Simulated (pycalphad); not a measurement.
An equivalent pycalphad script:

```python
from pycalphad import Database, equilibrium, calculate, variables as v
import numpy as np
db = Database('COST507.tdb')
comps = ['SN', 'SI', 'VA']
phases = ['BCT_A5', 'DIAMOND_A4', 'LIQUID']
eq = equilibrium(db, comps, phases, {v.X('SI'): 0.566, v.T: np.arange(2350, 499, -50), v.P: 101325, v.N: 1}, output=['HM', 'SM'])
```

Source of the numbers: pycalphad with the COST 507 light-alloy database (1999); pressure 1 atm. The data set is of 1999 and partly superseded. Amounts are mole fractions of atoms.

Results at three of the temperatures:

```
T = 2350.00 K, P = 101325 Pa, N = 1 mol of atoms
G = -179893 J/mol, H = 93835 J/mol, S = 116.48 J/(mol K)  (SER reference)
chemical potentials (J/mol): Sn -235316, Si -137395
phase             fraction      x(Sn)      x(Si)
LIQUID              1.0000     0.4340     0.5660
```

```
T = 2250.00 K, P = 101325 Pa, N = 1 mol of atoms
G = -168305 J/mol, H = 91060 J/mol, S = 115.27 J/(mol K)  (SER reference)
chemical potentials (J/mol): Sn -222273, Si -126923
phase             fraction      x(Sn)      x(Si)
LIQUID              1.0000     0.4340     0.5660
```

```
T = 1000.00 K, P = 101325 Pa, N = 1 mol of atoms
G = -48733 J/mol, H = 21497 J/mol, S = 70.23 J/(mol K)  (SER reference)
chemical potentials (J/mol): Sn -72666, Si -30382
phase             fraction      x(Sn)      x(Si)
DIAMOND_A4          0.5645   4.36e-07     1.0000
LIQUID              0.4355     0.9965     0.0035
```

Changes of the phase set, refined by bisection:

```csv
T (°C),phases above,phases below
1350.4,LIQUID,DIAMOND_A4 + LIQUID
231.9,DIAMOND_A4 + LIQUID,BCT_A5 + DIAMOND_A4
```

DIAMOND_A4 is diamond (Si); BCT_A5 is bct (Sn).
